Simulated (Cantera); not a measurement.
An isothermal, constant-pressure homogeneous reactor starts with H2 : O2 = 0.18 : 1 (molar parts), at 1223 K and 10.00 Torr.

Computed with Cantera and the H2/O2 subset of GRI-Mech 3.0, which has no nitrogen chemistry. Radical loss at walls, strong at low pressure, is not modelled. The temperature is held fixed by assumption; the heat of reaction is taken as removed at once.

One state of this run: x H2 = 1.39e-7; x O2 = 0.835; x OH = 4.54e-5; x H2O2 = 1.68e-9; x O = 1.40e-6; x HO2 = 1.55e-8. x: mole fraction; the columns are a selection and need not sum to one.

Which value of t (s) does it belong to?
(A) 0.000332
(B) 10.0
(C) 0.0276
(D) 1.75e-5

B, 10.0
